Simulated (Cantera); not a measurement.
A closed system holds: 1 mol CuO, 4.8 mol F₂, 3.8 mol O₂, at 1600 °C and 0.0100 bar.

Equilibrium computed with Cantera from the NASA thermochemical tables; the gas is ideal and each condensed phase is pure. Candidate condensed phases: Cu, CuF₂, CuO, Cu₂O; 13 gas species. Rates play no part.

Base state: F 0.594, O₂ 0.328, CuF₂ 0.0636, CuF 0.0129, O 0.00135, F₂ 3.27e-5, FO 1.51e-5 (mole fractions); condensed: gas only.

Problem. What changes in the equilibrium state with this change: temperature from 1600 °C to 400 °C?

Solution. 
```json
[
 {"species": "O₂", "before": "0.328", "after": "0.529"},
 {"species": "F₂", "before": "3.27e-5", "after": "0.465"},
 {"species": "F", "before": "0.594", "after": "0.00562"},
 {"species": "CuF₂", "before": "0.0636", "after": "<1e-9"},
 {"species": "CuF", "before": "0.0129", "after": "<1e-9"},
 {"species": "O", "before": "0.00135", "after": "<1e-9"},
 {"species": "FO", "before": "1.51e-5", "after": "8.46e-9"},
 {"species": "CuF₂(s), mol", "before": "0", "after": "1.00"}
]
```
